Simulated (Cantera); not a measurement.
A Cantera script and what it prints.

```python
import numpy as np
import cantera as ct

gas_names = """
    Cu CuF CuF2 CuO Cu2 F FO FO2 F2 F2O H HF HNO HNO2 HNO3 HOF HO2 H2 H2F2 H2O H2O2 H3F3 H4F4 H5F5 H6F6
    H7F7 N NF NF2 NF3 NH NH2 NH3 NH2OH NO NO2 NO3 N2 N2H2 N2H4 N2O O OH O2 O3
""".split()
cond_names = """
    Cu(cr) Cu(L) CuF2(s) CuF2(L) CuO(s) CuO2H2(s) Cu2O(s) Cu2O(L) H2O(s) H2O(L)
""".split()


def load(file, names, dense=False):
    # The tables refer to 1 bar. Condensed volumes are neglected.
    table = {s.name: s for s in ct.Species.list_from_file(file)}
    out = []
    for n in names:
        d = dict(table[n].input_data)
        d["thermo"] = dict(d["thermo"], **{"reference-pressure": 1e5})
        if dense:
            d["equation-of-state"] = {"model": "constant-volume", "density": "1e6 g/cm^3"}
        out.append(ct.Species.from_dict(d))
    return out


gas = ct.Solution(thermo="ideal-gas", species=load("nasa_gas.yaml", gas_names))
cond = {s.name: ct.Solution(thermo="fixed-stoichiometry", species=[s], name=s.name)
        for s in load("nasa_condensed.yaml", cond_names, dense=True)}
atoms = {
    'CuO': {'Cu': 1, 'O': 1},
    'NF3': {'N': 1, 'F': 3},
    'H2': {'H': 2},
}
top_T = {'CuO(s)': 1390}  # K; cautious upper limits of use, not melting points


def equilibrate(T, P, feed):
    n = {}
    for name, mol in feed.items():
        for a, k in atoms[name].items():
            n[a] = n.get(a, 0.0) + k * mol
    gas.TPX = T, P, n
    mass = sum(n.values()) * gas.mean_molecular_weight
    gas.equilibrate("TP")
    valid = [c for c in cond.values() if c.min_temp <= T <= top_T.get(c.name, c.max_temp)]
    mix = ct.Mixture([(gas, mass / gas.mean_molecular_weight)] + [(c, 0.0) for c in valid])
    mix.T, mix.P = T, P
    mix.equilibrate("TP", solver="vcs", rtol=1e-11, max_steps=5000)
    return mix


results = []
feed = {'CuO': 1, 'NF3': 1.9, 'H2': 18}  # mol
T = 1448.15  # K
P = 100000  # Pa
mix = equilibrate(T, P, feed)
results.append((T, P, feed, dict(zip(mix.species_names, mix.species_moles))))
x = sorted(zip(gas.X, gas.species_names), reverse=True)
print(f"T = {T:g} K  P = {P:g} Pa  gas = {mix.phase_moles(0):.4g} mol")
print("   x: " + "  ".join(f"{s} {v:.3e}" for v, s in x if v > 1e-05))
print("   condensed (mol): " + ("  ".join(f"{mix.phase(i).name} {mix.phase_moles(i):.4g}"
      for i in range(1, mix.n_phases) if mix.phase_moles(i) > 1e-12) or "none"))
```

Result:

```
T = 1448.15 K  P = 100000 Pa  gas = 21.8 mol
   x: H2 6.491e-01  HF 2.615e-01  H2O 4.587e-02  N2 4.357e-02
   condensed (mol): Cu(L) 0.9999
```

Equilibrium computed with Cantera from the NASA thermochemical tables; the gas is ideal and each condensed phase is pure.
